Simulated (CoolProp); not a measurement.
Vapour-liquid equilibrium of diethyl ether (1) + benzene (2) at 318.7 K; x and y are mole fractions of (1).

Values from CoolProp's multi-fluid Helmholtz-energy mixture model, Thol 2014 and Thol 2012; pair parameters Bell 2016.

### Question
Give the bubble pressure and the first vapour's composition at x = 0.125, 0.65, 0.95. Is there an azeotrope?

### Answer
x = 0.125: 0.4484 bar, y = 0.400; x = 0.65: 1.056 bar, y = 0.894; x = 0.95: 1.418 bar, y = 0.988. No azeotrope shows between x = 0.05 and 0.95.

The pair parameters rest on a limited set of measurements; away from them the model extrapolates.
